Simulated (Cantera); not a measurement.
Chemical vapour transport: Fe2O3 + H2O + N2

Feed: 1 mol Fe2O3, 0.38 mol H2O, 1.3 mol N2, equilibrated at 10.0 Torr.

Method: chemical equilibrium by Gibbs-energy minimisation in Cantera with the NASA 1993 tables (ideal gas, pure condensed phases). Candidate condensed phases: Fe, FeO, Fe(OH)2, Fe(OH)3, Fe2O3, Fe3O4, H2O; 27 gas species. Mutual solubility and eutectic melting of coexisting phases are not modelled. The numbers say what is thermodynamically allowed, not how fast it happens.

| T (°C) | log p N2 | log p H2O | log p O2 | log p NO | log p OH | log p H2 | log p O | n Fe2O3(s) | n Fe3O4(s) |
|---|---|---|---|---|---|---|---|---|---|
| 427 | -1.99 | -2.52 | -12.28 | -13.30 | <-13 | -11.96 | <-13 | 1.00 | 0 |
| 527 | -1.99 | -2.52 | -10.76 | -11.68 | -12.34 | -10.43 | <-13 | 1.00 | 0 |
| 627 | -1.99 | -2.52 | -9.57 | -10.42 | -10.86 | -9.23 | <-13 | 1.00 | 0 |
| 727 | -1.99 | -2.52 | -8.61 | -9.41 | -9.68 | -8.27 | <-13 | 1.00 | 0 |
| 827 | -1.99 | -2.52 | -7.83 | -8.59 | -8.72 | -7.48 | -12.52 | 1.00 | 0 |
| 927 | -1.99 | -2.52 | -6.36 | -7.49 | -7.70 | -7.24 | -10.78 | 1.000 | 0.000219 |
| 1027 | -1.99 | -2.52 | -4.78 | -6.40 | -6.77 | -7.19 | -9.14 | 0.987 | 0.00845 |
| 1127 | -2.00 | -2.53 | -3.44 | -5.47 | -5.97 | -7.16 | -7.74 | 0.714 | 0.190 |
| 1227 | -2.03 | -2.56 | -2.92 | -5.00 | -5.45 | -6.82 | -6.85 | 0 | 0.667 |
| 1327 | -2.03 | -2.56 | -2.92 | -4.80 | -5.09 | -6.28 | -6.30 | 0 | 0.667 |
log p: log10 of the partial pressure in bar; n: condensed amount in mol.

From 427 °C to 827 °C the condensed part is Fe2O3(s). From 927 °C to 1127 °C the condensed part is Fe2O3(s) + Fe3O4(s). From 1227 °C to 1327 °C the condensed part is Fe3O4(s).
